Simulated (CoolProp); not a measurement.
Toluene along the isotherm 531.5 K: density (kg/m³) from the reference equation and from simpler models built on Tc = 591.7 K, pc = 4126 kPa, ω = 0.266; each cubic takes its own stable root.

Computed with CoolProp (reference Helmholtz-energy equation of state, Lemmon 2006). It is a short technical equation, of lower accuracy than the large ones.

```tsv
p (kPa)	phase	reference
188	gas	4.017
375	gas	8.224
563	gas	12.70
750	gas	17.43
938	gas	22.54
1130	gas	28.17
1310	gas	33.95
1500	gas	40.70
1690	gas	48.39
2060	liquid	586.0
```

### Question
How far does each simpler model (van der Waals, Redlich-Kwong, Peng-Robinson) lie from the reference over these 10 states: mean and median of the absolute difference, and the worst?

### Answer
- van der Waals: mean 13.2 %, median 4.7 %, worst -90.3 % at 531.5 K and 2060 kPa
- Redlich-Kwong: mean 11.1 %, median 2.3 %, worst -89.5 % at 531.5 K and 2060 kPa
- Peng-Robinson: mean 0.9 %, median 0.3 %, worst -5.2 % at 531.5 K and 2060 kPa

At some of these states van der Waals, Redlich-Kwong gives the other phase, because its saturation line lies elsewhere.
